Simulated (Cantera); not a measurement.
Mixture: CH4 : O2 : N2 = 1 : 4 : 15 (molar parts), equivalence ratio 0.50, at 2.70 bar, adiabatic and at constant pressure. Ignition delay is the time to a rise of 400 K.

Model: GRI-Mech 3.0 (53 species, 325 reactions), integrated in Cantera.

**Question.** What does this change do: pressure from 2.70 bar to 25.0 bar?

**Answer.** 
```json
[
 {"quantity": "delay at 1048 K", "before": "0.121 s", "after": "12.7 ms"},
 {"quantity": "delay at 1148 K", "before": "26.8 ms", "after": "2.79 ms"},
 {"quantity": "delay at 1248 K", "before": "6.94 ms", "after": "0.798 ms"},
 {"quantity": "delay at 1348 K", "before": "2.06 ms", "after": "0.272 ms"},
 {"quantity": "delay at 1448 K", "before": "0.702 ms", "after": "0.105 ms"},
 {"quantity": "apparent activation energy between 1398 and 1498 K", "before": "180 kJ/mol", "after": "160 kJ/mol"}
]
```
The pressure lies above the range GRI-Mech 3.0 was tuned for (to about 10 atm).

**Question.** What does this change do: pressure from 2.70 bar to 0.450 bar?

**Answer.** 
| quantity | before | after |
|---|---|---|
| delay at 1048 K | 0.121 s | 0.718 s |
| delay at 1148 K | 26.8 ms | 0.134 s |
| delay at 1248 K | 6.94 ms | 30.3 ms |
| delay at 1348 K | 2.06 ms | 8.36 ms |
| delay at 1448 K | 0.702 ms | 2.87 ms |
| apparent activation energy between 1398 and 1498 K | 180 kJ/mol | 170 kJ/mol |
